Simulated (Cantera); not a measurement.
Cantera run:

```python
import numpy as np
import cantera as ct

gas_names = [...]  # 136 gases of nasa_gas.yaml made of C, H, N, O
cond_names = """
    C(gr) C6H6(L) C7H8(L) C8H18(L),n-octa H2O(s) H2O(L)
""".split()


# ... load() reads the species with a 1 bar reference pressure and builds the phases ...
atoms = {
    'toluene': {'C': 7, 'H': 8},
    'O2': {'O': 2},
    'N2': {'N': 2},
}
top_T = {'C(gr)': 4500}  # K; cautious upper limits of use, not melting points


# ... equilibrate(T, P, feed) seeds the gas with the atoms and calls Mixture.equilibrate('TP', solver="vcs", rtol=1e-11, max_steps=5000) ...
results = []
feed = {'toluene': 1, 'O2': 0.18, 'N2': 9.6}  # mol
T = 1375  # K
P = 13332.2  # Pa
mix = equilibrate(T, P, feed)
results.append((T, P, feed, dict(zip(mix.species_names, mix.species_moles))))
x = sorted(zip(gas.X, gas.species_names), reverse=True)
print(f"T = {T:g} K  P = {P:g} Pa  gas = {mix.phase_moles(0):.4g} mol")
print("   x: " + "  ".join(f"{s} {v:.3e}" for v, s in x if v > 0.0001))
print("   condensed (mol): " + ("  ".join(f"{mix.phase(i).name} {mix.phase_moles(i):.4g}"
      for i in range(1, mix.n_phases) if mix.phase_moles(i) > 1e-12) or "none"))
```

It prints:

```
T = 1375 K  P = 13332.2 Pa  gas = 13.96 mol
   x: N2 6.876e-01  H2 2.863e-01  CO 2.578e-02  HCN 1.791e-04
   condensed (mol): C(gr) 6.637
```

Cantera equilibrium calculation (NASA polynomials, part measured and part estimated; ideal gas, pure solids and liquids).
